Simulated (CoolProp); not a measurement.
Vapour-liquid equilibrium of R125 (1) + ethanol (2) at 0.134 MPa; x and y are mole fractions of (1).

Computed with CoolProp (multi-fluid Helmholtz-energy mixture model, Lemmon 2005 and Schroeder 2014; pair parameters Bell 2016).

```csv
x,"bubble temperature, mixture model (K)","bubble temperature, Raoult's law (K)","y, mixture model","y, Raoult's law"
0.05,285.2,317.9,0.973,0.839
0.2,249.4,272.8,0.998,0.991
0.35,241.3,256.5,0.999,0.998
0.5,237.9,247.1,0.999,0.999
0.65,235.9,240.7,1.000,1.000
0.8,234.3,235.9,1.000,1.000
0.95,232.0,232.0,1.000,1.000
```

The largest gap from Raoult's law is -32.7 K in bubble temperature, at x = 0.05. No azeotrope shows between x = 0.05 and 0.95.

The pair parameters rest on a limited set of measurements; away from them the model extrapolates. With so large a gap from Raoult's law the liquid may split in two, which this calculation doesn't test in full.
